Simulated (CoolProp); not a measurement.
Saturation properties of dodecamethylcyclohexasiloxane (D6) (Tc = 372.6 °C, pc = 9.614 bar, ω = 0.736).

Values from CoolProp's reference Helmholtz-energy equation of state, Colonna 2008. It is a short technical equation, of lower accuracy than the large ones.

```json
[
 {"T (°C)": "238.35", "p (bar)": "0.8728", "enthalpy of vaporisation (kJ/kg)": "101.0", "liquid cp (kJ/(kg K))": "…"},
 {"T (°C)": "249.65", "p (bar)": "1.123", "enthalpy of vaporisation (kJ/kg)": "97.60", "liquid cp (kJ/(kg K))": "2.039"},
 {"T (°C)": "261.05", "p (bar)": "1.430", "enthalpy of vaporisation (kJ/kg)": "93.92", "liquid cp (kJ/(kg K))": "2.066"},
 {"T (°C)": "272.35", "p (bar)": "1.796", "enthalpy of vaporisation (kJ/kg)": "…", "liquid cp (kJ/(kg K))": "2.095"},
 {"T (°C)": "283.75", "p (bar)": "2.236", "enthalpy of vaporisation (kJ/kg)": "85.84", "liquid cp (kJ/(kg K))": "2.127"},
 {"T (°C)": "295.05", "p (bar)": "2.753", "enthalpy of vaporisation (kJ/kg)": "81.31", "liquid cp (kJ/(kg K))": "2.163"},
 {"T (°C)": "306.45", "p (bar)": "3.367", "enthalpy of vaporisation (kJ/kg)": "76.27", "liquid cp (kJ/(kg K))": "2.204"},
 {"T (°C)": "317.75", "p (bar)": "4.081", "enthalpy of vaporisation (kJ/kg)": "…", "liquid cp (kJ/(kg K))": "2.253"},
 {"T (°C)": "329.15", "p (bar)": "…", "enthalpy of vaporisation (kJ/kg)": "64.24", "liquid cp (kJ/(kg K))": "2.317"},
 {"T (°C)": "340.45", "p (bar)": "5.892", "enthalpy of vaporisation (kJ/kg)": "56.76", "liquid cp (kJ/(kg K))": "2.407"}
]
```

Task: What belongs in the gaps?

Result: 
- 238.35, liquid cp (kJ/(kg K)): 2.012
- 272.35, enthalpy of vaporisation (kJ/kg): 90.04
- 317.75, enthalpy of vaporisation (kJ/kg): 70.68
- 329.15, p (bar): 4.922

It boils at 245.0 °C under 1 atm.
